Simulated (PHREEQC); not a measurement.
Make-up at 25 °C: 12 mmol/kgw HF and 88 mmol/kgw KF. Closed to the air; pH follows from the charge balance.

The numbers come from PHREEQC with the ion-association model, phreeqc.dat.

Each row changes one thing in this solution. Precipitation was switched off in this run.

```tsv
case	pH	ionic strength (mol/kgw)	F- (mol/kgw)	HF (mol/kgw)	HF2- (mol/kgw)
as made	4.03	0.0881	0.0852	0.00896	0.00292
HF left out	8.01	0.0880	0.0880	9.83e-7	3.32e-7
HF from 0.012 to 0.06 mol/kgw	3.27	0.0887	0.0754	0.0461	0.0133
KF replaced by KH2PO4 at the same molality	3.19	0.0888	(withheld)	0.00498	0.000129
KF replaced by NaF at the same molality	4.02	0.0857	0.0828	0.00902	(withheld)
```

**Question.** Some entries are withheld; supply them.

**Answer.** 
- KF replaced by KH2PO4 at the same molality, F- (mol/kgw): 0.00676
- KF replaced by NaF at the same molality, HF2- (mol/kgw): 0.00286

Complexes and solids missing from the database can't appear.
